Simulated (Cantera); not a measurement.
What does this Cantera script print?

```python
import numpy as np
import cantera as ct

surf = ct.Interface("ptcombust.yaml", "Pt_surf")
gas = surf.adjacent["gas"]
gas.TPX = 800, 49000, {'CH4': 0.0023, 'O2': 0.1, 'N2': 0.79, 'H2O': 0.058}
surf.TP = 800, 49000
reactor = ct.FlowReactor(gas, clone=False)
reactor.area = 0.0001  # m2
reactor.surface_area_to_volume_ratio = 2800  # 1/m
reactor.mass_flow_rate = 2.1 * reactor.area * gas.density  # inlet velocity 2.1 m/s
reactor.energy_enabled = False
wall = ct.ReactorSurface(surf, reactor, clone=False)
net = ct.ReactorNet([reactor])
net.rtol, net.atol = 1e-8, 1e-16
show, cover = ['CH4', 'O2', 'H2O', 'CO2', 'CO'], ['PT(S)', 'H(S)', 'O(S)', 'OH(S)', 'CO(S)', 'C(S)']

rows = []
print(f"{'z/m':>9s}{'u/(m/s)':>9s}" + "".join(f"{s:>13s}" for s in show + cover))
for z in [0.00027, 0.00047, 0.00084, 0.0015, 0.0027, 0.0047, 0.0084, 0.015, 0.027]:
    net.advance(z)
    rows.append([reactor.speed, *gas[show].X, *surf[cover].coverages])
    print(f"{z:9.4g}{rows[-1][0]:9.3g}" + "".join(f"{x:13.4e}" for x in rows[-1][1:]))
```

Result:

```
      z/m  u/(m/s)          CH4           O2          H2O          CO2           CO        PT(S)         H(S)         O(S)        OH(S)        CO(S)         C(S)
  0.00027      2.1   2.4183e-03   1.0523e-01   6.1037e-02   1.9340e-06   8.1844e-08   4.7318e-02   1.4897e-08   9.4876e-01   3.9125e-03   1.1093e-06   2.0206e-09
  0.00047      2.1   2.4168e-03   1.0522e-01   6.1040e-02   3.3778e-06   1.3018e-07   4.7319e-02   1.4898e-08   9.4876e-01   3.9126e-03   1.1158e-06   2.0194e-09
  0.00084      2.1   2.4140e-03   1.0522e-01   6.1046e-02   6.0677e-06   1.9847e-07   4.7320e-02   1.4899e-08   9.4876e-01   3.9128e-03   1.1247e-06   2.0172e-09
   0.0015      2.1   2.4091e-03   1.0521e-01   6.1056e-02   1.0905e-05   2.7354e-07   4.7322e-02   1.4901e-08   9.4876e-01   3.9132e-03   1.1336e-06   2.0133e-09
   0.0027      2.1   2.4002e-03   1.0519e-01   6.1074e-02   1.9755e-05   3.3112e-07   4.7324e-02   1.4904e-08   9.4875e-01   3.9139e-03   1.1381e-06   2.0061e-09
   0.0047      2.1   2.3854e-03   1.0516e-01   6.1103e-02   3.4508e-05   3.5232e-07   4.7329e-02   1.4910e-08   9.4875e-01   3.9150e-03   1.1348e-06   1.9942e-09
   0.0084      2.1   2.3582e-03   1.0511e-01   6.1157e-02   6.1611e-05   3.5224e-07   4.7337e-02   1.4921e-08   9.4874e-01   3.9170e-03   1.1229e-06   1.9723e-09
    0.015      2.1   2.3105e-03   1.0501e-01   6.1253e-02   1.0922e-04   3.4528e-07   4.7351e-02   1.4939e-08   9.4872e-01   3.9206e-03   1.1010e-06   1.9338e-09
    0.027      2.1   2.2262e-03   1.0484e-01   6.1421e-02   1.9342e-04   3.3276e-07   4.7377e-02   1.4972e-08   9.4869e-01   3.9270e-03   1.0622e-06   1.8656e-09
```

Computed with Cantera and Deutschmann's 1995 Pt surface mechanism with GRI-Mech 3.0 gas chemistry. Catalytic surfaces can have several steady states; this one follows from the mechanism file's or the stated starting coverage. Mass transfer to the wall is taken as infinitely fast.
